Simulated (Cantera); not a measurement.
An isothermal, constant-pressure homogeneous reactor starts with CH4 : H2 : H = 0.026 : 1 : 0.053 (molar parts), at 1550 K and 100.0 Torr.

Computed with Cantera and GRI-Mech 3.0 (53 species, 325 reactions). GRI-Mech 3.0 stops at C3 and has no aromatics, soot or wall deposition, so with more carbon than oxygen in the feed, carbon stays in small species such as C2H2 where larger ones or solid carbon would form.

One state of this run: x CH4 = 0.0203; x H2 = 0.975; x H = 0.00177; x C2H = 6.93e-9; x CH2 = 9.00e-7; x C2H4 = 0.000244. x: mole fraction; the columns are a selection and need not sum to one.

**Question.** Which value of t (s) does it belong to?
A) 0.152
B) 1.00
C) 0.000528
D) 0.0590

**Answer.** C, 0.000528
